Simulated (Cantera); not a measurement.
## CH3SiH3 + C2H2 + H2 (silicon carbide growth)

Input: 1 mol CH3SiH3, 0.37 mol C2H2, 410 mol H2, held at 4.40 mbar.

These are equilibrium values from Cantera (NASA tables, ideal gas, pure condensed phases), not measurements of a reactor. Candidate condensed phases: C, C6H6, C7H8, C8H18, Si, SiC; 87 gas species. The feed counts by its element totals alone. The numbers say what is thermodynamically allowed, not how fast it happens.

| T (K) | x H2 | x H | x Si | x C2H2 (acetylene) | x SiC2 | x SiH | x Si2C | x C2H | n C(graphite) | n SiC(s) |
|---|---|---|---|---|---|---|---|---|---|---|
| 1675 | 0.998 | 0.00175 | 1.33e-6 | 5.80e-5 | 8.80e-9 | 1.48e-7 | 6.87e-9 | 5.03e-10 | 0.690 | 0.999 |
| 1750 | 0.996 | 0.00350 | 6.49e-6 | 0.000114 | 7.01e-8 | 5.69e-7 | 5.24e-8 | 2.83e-9 | 0.646 | 0.997 |
| 1825 | 0.993 | 0.00662 | 2.79e-5 | 0.000213 | 4.69e-7 | 1.96e-6 | 3.37e-7 | 1.38e-8 | 0.574 | 0.987 |
| 1900 | 0.988 | 0.0119 | 0.000106 | 0.000377 | 2.69e-6 | 6.09e-6 | 1.87e-6 | 5.94e-8 | 0.472 | 0.950 |
| 1975 | 0.979 | 0.0204 | 0.000367 | 0.000635 | 1.35e-5 | 1.73e-5 | 9.03e-6 | 2.28e-7 | 0.368 | 0.824 |
| 2050 | 0.964 | 0.0336 | 0.00115 | 0.00102 | 5.99e-5 | 4.54e-5 | 3.88e-5 | 7.88e-7 | 0.376 | 0.433 |
| 2125 | 0.943 | 0.0532 | 0.00202 | 0.00158 | 0.000144 | 6.68e-5 | 5.47e-5 | 2.49e-6 | 0.243 | 0 |
| 2200 | 0.915 | 0.0812 | 0.00205 | 0.00184 | 0.000154 | 5.75e-5 | 2.42e-5 | 5.65e-6 | 0 | 0 |
| 2275 | 0.876 | 0.120 | 0.00205 | 0.00181 | 0.000141 | 4.90e-5 | 1.03e-5 | 1.05e-5 | 0 | 0 |
x: gas mole fraction; n: condensed amount in mol.

From 1675 K to 2050 K the condensed part is C(graphite) + SiC(s). At 2125 K the condensed part is C(graphite). From 2200 K to 2275 K nothing is condensed. The main Si-bearing gas is Si throughout.
